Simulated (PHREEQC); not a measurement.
1 kg of water holding 0.093 mol MgCl2, 0.039 mol SrCl2 and 0.45 mol KCl is evaporated at 25 °C; the solids stay in contact with the brine. CO2 from the air is kept out. The run lets Bischofite, Brucite, Carnallite, Sylvite, MgCl2_4H2O precipitate or redissolve, and no other solid.

Equilibrium calculation in PHREEQC: Pitzer model, pitzer.dat.

Problem. Predict ionic strength, water activity, Mg in solution (mol/kgw), Cl in solution (mol/kgw) at water left (kg) = 0.5552, 0.3082, 0.09502, 0.05275, 0.03564.

Solution. 
```tsv
water left (kg)	ionic strength	water activity	Mg in solution (mol/kgw)	Cl in solution (mol/kgw)
0.5552	1.52	0.962	0.168	1.29
0.3082	2.74	0.929	0.302	2.32
0.09502	6.96	0.801	0.979	5.57
0.05275	9.07	0.729	1.76	6.57
0.03564	11.9	0.608	2.61	8.15
```
